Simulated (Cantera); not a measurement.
A closed system holds: 1 mol TEOS, 0.15 mol N2O, 4.8 mol N2, held at 1750 K and 1.00 bar.

These are equilibrium values from Cantera (NASA tables, ideal gas, pure condensed phases), not measurements of a reactor. Candidate condensed phases: C, C6H6, C7H8, C8H18, H2O, Si, SiC, SiO2, Si2N2O, Si3N4; 151 gas species. The feed counts by its element totals alone. Equilibrium is a limit: real reactors are often held back by kinetics, nucleation or transport.

Base state: H2 0.551, N2 0.245, CO 0.201, HCN 0.00176, SiO 0.000338, CH4 0.000277, H 0.000173, C2H2 (acetylene) 6.33e-5 (mole fractions); condensed: C(graphite) + Si2N2O(s).

Problem. What changes in the equilibrium state with this change: TEOS replaced by SiH4?

Solution. 
| species | before | after |
|---|---|---|
| N2 | 0.245 | 0.684 |
| H2 | 0.551 | 0.316 |
| H | 0.000173 | 0.000131 |
| CO | 0.201 | 0 |
| SiO | 0.000338 | 2.58e-5 |
| HCN | 0.00176 | 0 |
| CH4 | 0.000277 | 0 |
| C2H2 (acetylene) | 6.33e-5 | 0 |
| C(graphite), mol | 4.31 | 0 |
| Si2N2O(s), mol | 0.497 | 0.150 |
| Si3N4(s), mol | 0 | 0.233 |
Mutual solubility and eutectic melting of coexisting phases are not modelled.
